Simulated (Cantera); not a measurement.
**Carbon deposition, reforming and gasification: toluene + H2 + CO2**

Input: 1 mol toluene, 0.58 mol H2, 0.26 mol CO2, held at 0.0280 bar.

Equilibrium computed with Cantera from the NASA thermochemical tables; the gas is ideal and each condensed phase is pure. Candidate condensed phases: C, C6H6, C7H8, C8H18, H2O; 110 gas species. Equilibrium is a limit: real reactors are often held back by kinetics, nucleation or transport.

```tsv
T (°C)	log p H2	log p CH4	log p H2O	log p CO	log p CO2	n C(graphite)
227	-2.55	-1.70	-2.28	-6.38	-3.98	5.34
427	-1.68	-2.42	-2.59	-3.54	-3.48	6.62
627	-1.60	-3.71	-3.79	-2.58	-4.40	6.74
827	-1.60	-4.64	-5.19	-2.55	-6.14	6.74
1027	-1.60	-5.30	-6.18	-2.54	-7.38	6.74
1227	-1.60	-5.79	-6.91	-2.54	-8.27	6.74
1427	-1.60	-6.16	-7.46	-2.54	-8.94	6.74
1627	-1.60	-6.45	-7.90	-2.55	-9.46	6.74
```
log p: log10 of the partial pressure in bar; n: condensed amount in mol.

From 227 °C to 1627 °C the condensed part is C(graphite). The main C-bearing gas is CH4 at 227 °C and CO at 1627 °C. The share of C in condensed phases is highest at 627 °C (92.9 %) and lowest at 227 °C (73.6 %).
